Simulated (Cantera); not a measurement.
A closed system holds: 1 mol PbO, 4.1 mol H2, 11 mol N2, held at 1.50 bar.

These are equilibrium values from Cantera (NASA tables, ideal gas, pure condensed phases), not measurements of a reactor. Candidate condensed phases: H2O, Pb, PbO, PbO2, Pb3O4; 27 gas species. The numbers say what is thermodynamically allowed, not how fast it happens.

Question: At 700 K, list the 4 most abundant gas species with their mole fractions, and the condensed phases.

Answer: N2 0.729, H2 0.204, H2O 0.0663, NH3 0.00110. Condensed: Pb(l).
